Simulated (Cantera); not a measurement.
A Cantera script and its output.

```python
import numpy as np
import cantera as ct

gas = ct.Solution("gri30.yaml")
gas.TPX = 1048, 1300000, {'CH4': 1, 'O2': 1.33, 'N2': 5.01, 'C2H6': 0.066}
reactor = ct.IdealGasReactor(gas, energy="on", clone=False)
net = ct.ReactorNet([reactor])
net.rtol, net.atol = 1e-08, 1e-16
show = ['CH4', 'O2', 'H', 'CO2', 'NO', 'CH3']
times = np.geomspace(1e-06, 3, 12)

steps = ct.SolutionArray(gas, extra=["t"])
rows = []
print(f"{'t/s':>10s}{'T/K':>9s}{'P/Pa':>11s}" + "".join(f"{s:>11s}" for s in show))
for t in times:
    while net.time < t:
        t_next = net.step()
        steps.append(gas.state, t=t_next)
    rows.append([np.interp(t, steps.t, y) for y in (steps.T, steps.P, *steps(*show).X.T)])
    print(f"{t:10.3e}{rows[-1][0]:9.1f}{rows[-1][1]:11.4g}" + "".join(f"{x:11.3e}" for x in rows[-1][2:]))
rate = np.gradient(steps.T, steps.t)
print("integrator steps:", len(steps.t))
if steps.T.max() > steps.T[0] + 200:
    print(f"time of steepest temperature rise: {steps.t[rate.argmax()]:.4e} s")
gas.TPX = 1048, 1300000, {'CH4': 1, 'O2': 1.33, 'N2': 5.01, 'C2H6': 0.066}
gas.equilibrate("UV")
print(f"equilibrium (UV): T = {gas.T:.1f} K  " + "  ".join(f"{s} {gas[s].X[0]:.3e}" for s in show))
```

Result:

```
       t/s      T/K       P/Pa        CH4         O2          H        CO2         NO        CH3
 1.000e-06   1048.0    1.3e+06  1.350e-01  1.796e-01  2.327e-14  3.440e-20  3.483e-26  6.961e-10
 3.880e-06   1048.0    1.3e+06  1.350e-01  1.796e-01  5.506e-14  2.031e-18  5.484e-25  2.669e-09
 1.505e-05   1048.0    1.3e+06  1.350e-01  1.796e-01  1.810e-13  1.117e-16  8.144e-24  9.902e-09
 5.841e-05   1048.0    1.3e+06  1.350e-01  1.796e-01  7.257e-13  5.341e-15  1.132e-22  3.301e-08
 2.266e-04   1048.0    1.3e+06  1.350e-01  1.796e-01  4.210e-12  2.110e-13  1.469e-21  9.490e-08
 8.793e-04   1048.0    1.3e+06  1.350e-01  1.796e-01  9.548e-11  2.591e-11  6.693e-20  4.973e-07
 3.412e-03   1050.4  1.303e+06  1.347e-01  1.792e-01  4.915e-09  4.198e-08  8.891e-17  3.825e-06
 1.324e-02   2713.1  3.799e+06  1.674e-09  1.431e-05  3.149e-03  2.467e-02  2.345e-04  8.591e-10
 5.136e-02   2713.1  3.799e+06  1.674e-09  1.431e-05  3.149e-03  2.467e-02  2.345e-04  8.591e-10
 1.993e-01   2713.1  3.799e+06  1.674e-09  1.431e-05  3.149e-03  2.467e-02  2.345e-04  8.591e-10
 7.732e-01   2713.1  3.799e+06  1.674e-09  1.431e-05  3.149e-03  2.467e-02  2.345e-04  8.591e-10
 3.000e+00   2713.1  3.799e+06  1.674e-09  1.431e-05  3.149e-03  2.467e-02  2.345e-04  8.591e-10
integrator steps: 2258
time of steepest temperature rise: 6.9415e-03 s
equilibrium (UV): T = 2713.1 K  CH4 1.865e-09  O2 1.431e-05  H 3.149e-03  CO2 2.467e-02  NO 2.345e-04  CH3 9.572e-10
```

Cantera simulation using GRI-Mech 3.0 (53 species, 325 reactions); the numbers are that mechanism's predictions, not measurements. The pressure lies above the range GRI-Mech 3.0 was tuned for (to about 10 atm).
